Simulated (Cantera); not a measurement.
Cantera run, input and output.

```python
import numpy as np
import cantera as ct

gas = ct.Solution("gri30.yaml")


def delay(T, t_max=10):
    gas.TPX = T, 2700000, {'H2': 1, 'O2': 0.806, 'N2': 6.2, 'H2O': 1}
    reactor = ct.IdealGasReactor(gas, clone=False)
    net = ct.ReactorNet([reactor])
    net.rtol, net.atol = 1e-8, 1e-16
    while net.time < t_max:
        t_old, T_old = net.time, reactor.T
        net.step()
        if reactor.T > T + 400:  # ignition: a rise of 400 K
            return t_old + (T + 400 - T_old) / (reactor.T - T_old) * (net.time - t_old)
    return np.nan


taus = []
for T in [1248, 1298, 1348, 1398, 1448, 1498, 1548]:
    taus.append(delay(T))
    print(f"T0 = {T:6g} K   tau = {taus[-1]:.4e} s")
```

Output:

```
T0 =   1248 K   tau = 1.4758e-04 s
T0 =   1298 K   tau = 7.2852e-05 s
T0 =   1348 K   tau = 3.6369e-05 s
T0 =   1398 K   tau = 1.8134e-05 s
T0 =   1448 K   tau = 8.9934e-06 s
T0 =   1498 K   tau = 4.5401e-06 s
T0 =   1548 K   tau = 2.4938e-06 s
```

Model: GRI-Mech 3.0 (53 species, 325 reactions), integrated in Cantera. The hydrogen kinetics of GRI-Mech 3.0 are dated; newer H2 mechanisms differ, most at raised pressure. The pressure lies above the range GRI-Mech 3.0 was tuned for (to about 10 atm).
